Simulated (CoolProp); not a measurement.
The fluid at 451.15 K and 19.7 MPa is throttled through a valve to 11.1 MPa with no heat exchange. The same conditions are run with several fluids, on thermodynamics alone (safety and materials aside).

Computed with CoolProp (reference Helmholtz-energy equation of state of each fluid (R113: Marx 1992; n-pentane: Thol 2019; R21: Platzer 1990; decamethyltetrasiloxane (MD2M): Thol 2017; dodecamethylpentasiloxane (MD3M): Thol 2019)). The equations of Platzer and Polt are older, rougher fits.

### Question
Rank R113, n-pentane, R21, decamethyltetrasiloxane (MD2M), dodecamethylpentasiloxane (MD3M) by temperature change (K), highest first.

### Answer
dodecamethylpentasiloxane (MD3M) (+3.0), decamethyltetrasiloxane (MD2M) (+2.8), R113 (+0.5), n-pentane (-0.1), R21 (-3.7)

| fluid | final density (kg/m³) |
|---|---|
| R113 | 1220 |
| n-pentane | 475 |
| R21 | 970 |
| decamethyltetrasiloxane (MD2M) | 725 |
| dodecamethylpentasiloxane (MD3M) | 749 |
